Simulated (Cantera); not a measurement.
Feed: 1 mol Fe2O3, 0.025 mol HCl, a varied amount of O2, equilibrated at 525 °C and 68.0 mbar.

Equilibrium computed with Cantera from the NASA thermochemical tables; the gas is ideal and each condensed phase is pure. Candidate condensed phases: Fe, FeCl2, FeCl3, FeO, Fe(OH)2, Fe(OH)3, Fe2O3, Fe3O4, H2O; 22 gas species. Condensed phases not in the tables: FeOCl. Equilibrium is a limit: real reactors are often held back by kinetics, nucleation or transport.

x: gas mole fraction; n: condensed amount in mol.

```csv
n(O2) (mol),x O2,x HCl,x H2O,x Cl2,x Cl,n Fe2O3(s)
0.081,0.756,0.104,0.0703,0.0703,(withheld),1.00
0.12,0.823,0.0741,0.0514,0.0514,(withheld),1.00
0.18,0.876,0.0516,0.0363,0.0363,(withheld),1.00
0.26,0.911,0.0367,0.0261,0.0261,(withheld),1.00
0.39,0.939,0.0250,0.0179,0.0179,(withheld),1.00
0.58,0.958,0.0170,0.0123,0.0123,(withheld),1.00
0.86,0.972,0.0116,0.00838,0.00838,(withheld),1.00
1.3,0.981,0.00773,0.00560,0.00559,(withheld),1.00
1.9,0.987,0.00531,0.00385,0.00385,(withheld),1.00
2.8,0.991,0.00361,0.00262,0.00262,(withheld),1.00
```

### Question
Some entries are withheld; supply them.

### Answer

- 0.081, x Cl: 9.11e-6
- 0.12, x Cl: 7.78e-6
- 0.18, x Cl: 6.54e-6
- 0.26, x Cl: 5.55e-6
- 0.39, x Cl: 4.59e-6
- 0.58, x Cl: 3.80e-6
- 0.86, x Cl: 3.14e-6
- 1.3, x Cl: 2.57e-6
- 1.9, x Cl: 2.13e-6
- 2.8, x Cl: 1.76e-6
